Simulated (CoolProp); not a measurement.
Aqueous potassium carbonate as a coolant, at 25 °C, 1 atm.

Model: Melinder's fits for secondary coolants, in CoolProp.

```
mass %  freezing point (°C)  viscosity (mPa s)  Prandtl number  cp (kJ/(kg K))  conductivity (W/(m K))
------  -------------------  -----------------  --------------  --------------  ----------------------
4.2                    -1.4         (withheld)            6.40           3.949                   0.603
7.9                    -2.8               1.07            6.79           3.788                   0.599
11.6                   -4.3               1.19      (withheld)           3.641                   0.595
15.2                   -6.0               1.33            7.85      (withheld)                   0.592
18.9                   -8.1               1.49      (withheld)      (withheld)                   0.588
22.6                  -10.7               1.70            9.34           3.218                   0.585
26.3                  -14.1         (withheld)            10.4           3.086                   0.581
30                    -18.6               2.29            11.8           2.967              (withheld)
33.7                  -24.3         (withheld)            13.7           2.866                   0.573
```

What belongs in the gaps?


- 4.2, viscosity (mPa s): 0.977
- 11.6, Prandtl number: 7.29
- 15.2, cp (kJ/(kg K)): 3.502
- 18.9, Prandtl number: 8.52
- 18.9, cp (kJ/(kg K)): 3.358
- 26.3, viscosity (mPa s): 1.96
- 30, conductivity (W/(m K)): 0.577
- 33.7, viscosity (mPa s): 2.74
